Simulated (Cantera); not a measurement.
## Catalytic combustion on Pt

An isothermal plug-flow reactor at 925 K and 2.00 bar (inlet), inlet velocity 0.48 m/s, active area per volume 240 1/m; feed H2 : O2 : N2 : H2O = 0.0042 : 0.086 : 0.79 : 0.068 (molar parts).

Computed with Cantera and Deutschmann's 1995 Pt surface mechanism with GRI-Mech 3.0 gas chemistry. Catalytic surfaces can have several steady states; this one follows from the mechanism file's or the stated starting coverage. Mass transfer to the wall is taken as infinitely fast.

| z (m) | x H2 | x O2 | x H2O | θ free Pt | θ O* | θ OH* |
|---|---|---|---|---|---|---|
| 9.4e-05 | 0.00349 | 0.0903 | 0.0727 | 0.134 | 0.859 | 0.00780 |
| 0.00017 | 0.00291 | 0.0900 | 0.0733 | 0.127 | 0.865 | 0.00766 |
| 0.0003 | 0.00217 | 0.0897 | 0.0741 | 0.120 | 0.873 | 0.00748 |
| 0.00053 | 0.00133 | 0.0893 | 0.0749 | 0.112 | 0.881 | 0.00729 |
| 0.00094 | 0.000590 | 0.0889 | 0.0757 | 0.106 | 0.887 | 0.00713 |
| 0.0017 | 0.000139 | 0.0887 | 0.0762 | 0.102 | 0.891 | 0.00703 |
| 0.003 | 1.23e-5 | 0.0887 | 0.0763 | 0.101 | 0.892 | 0.00701 |
| 0.0053 | 1.72e-7 | 0.0887 | 0.0763 | 0.101 | 0.892 | 0.00700 |
| 0.0094 | 1.13e-10 | 0.0887 | 0.0763 | 0.101 | 0.892 | 0.00700 |
x: gas mole fraction; θ: surface coverage.
